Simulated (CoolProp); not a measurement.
Values from CoolProp's reference Helmholtz-energy equation of state, Smukala 2000.

For ethylene, give the phase and the cp (kJ/(kg K)), speed of sound (m/s) at 185.1 K and 101 kPa; 298.4 K and 101 kPa.


- 185.1 K and 101 kPa: gas; cp 1.29, speed of sound 265
- 298.4 K and 101 kPa: gas; cp 1.54, speed of sound 330
